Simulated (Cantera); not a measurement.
Input: 1 mol B₂O₃, 2 mol HCl, 17 mol N₂, at 0.0825 Torr.

Equilibrium computed with Cantera from the NASA thermochemical tables; the gas is ideal and each condensed phase is pure. Candidate condensed phases: B, BN, B₂O₃, B₃O₃H₃, H₂O, NH₄Cl; 49 gas species. The tables' values for BOCl are old estimates; treat these amounts as uncertain. The numbers say what is thermodynamically allowed, not how fast it happens.

x: gas mole fraction; n: condensed amount in mol.

```csv
T (°C),x N₂,x HCl,x B₂O₃,x HBO₂,x BOCl,x Cl,x H₂,n B₂O₃(l)
827,0.895,0.105,2.33e-6,3.88e-5,3.18e-5,[?],2.39e-5,0.999
902,0.895,0.105,3.63e-5,0.000165,0.000162,[?],6.60e-5,0.996
977,0.894,0.104,0.000401,0.000620,0.000632,[?],0.000161,0.980
1052,0.890,0.102,0.00333,0.00201,0.00204,[?],0.000349,0.897
1127,0.869,0.0952,0.0218,0.00562,0.00563,[?],0.000660,0.462
1202,0.849,0.0890,0.0415,0.00835,0.00823,[?],0.00114,0
1277,0.848,0.0864,0.0407,0.00905,0.00868,[?],0.00194,0
1352,0.846,0.0828,0.0398,0.00980,0.00884,[?],0.00305,0
```

**Question.** Some entries are withheld; supply them.

**Answer.** 
- 827, x Cl: 4.75e-5
- 902, x Cl: 0.000132
- 977, x Cl: 0.000323
- 1052, x Cl: 0.000712
- 1127, x Cl: 0.00142
- 1202, x Cl: 0.00263
- 1277, x Cl: 0.00470
- 1352, x Cl: 0.00794
